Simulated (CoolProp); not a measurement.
A single-stage vapour-compression cycle with R125: evaporating at 264.15 K (dew point), condensing at 323.15 K (bubble point), superheat 5 K, subcooling 8 K, compressor efficiency 0.65, no pressure losses. Each further row changes one setting.

Values from CoolProp's reference Helmholtz-energy equation of state, Lemmon 2005.

```tsv
case	cooling COP	pressure ratio	discharge temperature (K)	refrigerating effect (kJ/kg)	volumetric capacity (kJ/m³)
as stated	1.89	5.08	342.0	75.8	2310
evaporating temperature 269.15 K	2.19	4.30	340.6	78.4	2810
condensing temperature 318.15 K	2.22	4.53	336.3	83.2	(withheld)
subcooling 13 K	2.08	5.08	342.0	83.5	2540
superheat 15 K	(withheld)	5.08	(withheld)	84.2	2420
compressor efficiency 0.55	1.60	5.08	348.2	75.8	2310
```

**Question.** Complete the blanks.

**Answer.** 
- condensing temperature 318.15 K, volumetric capacity (kJ/m³): 2530
- superheat 15 K, cooling COP: 1.96
- superheat 15 K, discharge temperature (K): 351.6
